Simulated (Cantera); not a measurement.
What does this Cantera script print?

```python
import numpy as np
import cantera as ct

gas_names = [...]  # 136 gases of nasa_gas.yaml made of C, H, N, O
cond_names = """
    C(gr) C6H6(L) C7H8(L) C8H18(L),n-octa H2O(s) H2O(L)
""".split()


# ... load() reads the species with a 1 bar reference pressure and builds the phases ...
atoms = {
    'CO': {'C': 1, 'O': 1},
    'NH3': {'N': 1, 'H': 3},
    'N2': {'N': 2},
    'H2': {'H': 2},
}
top_T = {'C(gr)': 4500}  # K; cautious upper limits of use, not melting points


# ... equilibrate(T, P, feed) seeds the gas with the atoms and calls Mixture.equilibrate('TP', solver="vcs", rtol=1e-11, max_steps=5000) ...
results = []
T = 1150  # K
P = 1900000  # Pa
for m in [0.59, 0.97, 1.6, 2.7, 4.4, 7.4, 12, 20, 34, 56]:
    feed = {'CO': 1, 'NH3': 0.043, 'N2': 2.6, 'H2': m}  # mol
    mix = equilibrate(T, P, feed)
    results.append((T, P, feed, dict(zip(mix.species_names, mix.species_moles))))

top = {s: max(r[3][s] / sum(r[3][g] for g in gas_names) for r in results) for s in gas_names}
cols = sorted((s for s in top if top[s] > 0.001), key=lambda s: -top[s])[:7]
seen = [c for c in cond_names if any(r[3].get(c, 0) > 1e-12 for r in results)]
print("log10 of partial pressures in bar; condensed amounts in mol")
print(f"{'n(H2)':>10s}" + "".join(f"{s[:9]:>10s}" for s in cols + seen))
for T, P, feed, n in results:
    ng = sum(n[g] for g in gas_names)
    print(f"{feed['H2']:10.4g}" + "".join(f"{np.log10(max(n[s] / ng * P / 1e5, 1e-99)):10.3f}" for s in cols)
          + "".join(f"{n.get(c, 0):10.4g}" for c in seen))
```

Output:

```
log10 of partial pressures in bar; condensed amounts in mol
     n(H2)        H2        N2        CO       CH4       H2O       CO2       NH3     C(gr)
      0.59     0.380     1.088     0.530    -0.870    -0.419    -0.345    -2.498    0.1495
      0.97     0.535     1.055     0.489    -0.561    -0.305    -0.426    -2.284    0.1375
       1.6     0.677     1.005     0.430    -0.276    -0.221    -0.544    -2.094   0.09216
       2.7     0.811     0.932     0.334    -0.043    -0.150    -0.702    -1.930         0
       4.4     0.934     0.835     0.153     0.026    -0.030    -0.887    -1.794         0
       7.4     1.043     0.699    -0.118     0.038     0.013    -1.223    -1.699         0
        12     1.121     0.543    -0.450    -0.018    -0.028    -1.674    -1.660         0
        20     1.180     0.353    -0.866    -0.141    -0.144    -2.266    -1.666         0
        34     1.220     0.140    -1.333    -0.316    -0.317    -2.946    -1.713         0
        56     1.243    -0.068    -1.780    -0.506    -0.506    -3.604    -1.783         0
```

These are equilibrium values from Cantera (NASA tables, ideal gas, pure condensed phases), not measurements of a reactor.
